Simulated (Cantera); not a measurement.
A freely propagating, adiabatic, planar premixed flame of H2 : O2 : N2 : H2O = 1 : 0.704 : 2.75 : 0.093 (molar parts), equivalence ratio 0.71, unburnt at 723 K and 5.00 bar; mixture-averaged transport, grid criteria slope 0.08 and curve 0.16, no radiation.

Detailed kinetics in Cantera: the H2/O2 subset of GRI-Mech 3.0, which has no nitrogen chemistry. The hydrogen kinetics of GRI-Mech 3.0 are dated; newer H2 mechanisms differ, most at raised pressure. Burning velocities carry a grid error of a few per cent, more on coarse grids.

Problem. How do the results move with these cheaper or finer settings: unity-Lewis-number transport; multicomponent transport; multicomponent+Soret transport; grid criteria slope 0.5, curve 1; grid criteria slope 0.25, curve 0.5; grid criteria slope 0.03, curve 0.06?

Solution. 
```
setting                               laminar burning velocity  thermal thickness  peak x(OH)  peak x(H2O2)  grid points
------------------------------------  ------------------------  -----------------  ----------  ------------  -----------
as above                                              589 cm/s          0.0611 mm      0.0143       7.29e-5          105
unity-Lewis-number transport                          533 cm/s          0.0470 mm      0.0157       3.98e-5           98
multicomponent transport                              585 cm/s          0.0606 mm      0.0143       7.32e-5          105
multicomponent+Soret transport                        541 cm/s          0.0605 mm      0.0140       7.75e-5          105
grid criteria slope 0.5, curve 1                      698 cm/s          0.0714 mm      0.0142       5.99e-5           37
grid criteria slope 0.25, curve 0.5                   637 cm/s          0.0652 mm      0.0143       6.83e-5           49
grid criteria slope 0.03, curve 0.06                  577 cm/s          0.0601 mm      0.0143       7.36e-5          247
```
Unity Lewis numbers drop preferential diffusion, which matters most where H2 and H carry the flame; Soret adds thermal diffusion.
